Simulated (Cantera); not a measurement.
Feed: 1 mol Si2H6, 0.056 mol O3, equilibrated at 1.00 mbar.

Equilibrium computed with Cantera from the NASA thermochemical tables; the gas is ideal and each condensed phase is pure. Candidate condensed phases: H2O, Si, SiO2; 18 gas species. The feed counts by its element totals alone. Mutual solubility and eutectic melting of coexisting phases are not modelled. The tables hold silica as quartz up to 1696 K and as liquid above; real silica turns to tridymite and cristobalite and melts near 1996 K. Rates play no part.

Problem. Which condensed phases are stable at each of these points (T (°C)): 1102, 1127, 1152, 1177, 1202, 1227, 1252?

Solution. 
| T (°C) | condensed phases | Si condensed (%) |
|---|---|---|
| 1102 | Si(s) + SiO2(β-quartz) | 93.3 |
| 1127 | Si(s) | 91.6 |
| 1152 | Si(s) | 91.6 |
| 1177 | Si(s) | 91.6 |
| 1202 | Si(s) | 91.6 |
| 1227 | Si(s) | 91.6 |
| 1252 | Si(s) | 91.6 |

At 1102 °C the condensed part is Si(s) + SiO2(β-quartz). From 1127 °C to 1252 °C the condensed part is Si(s).
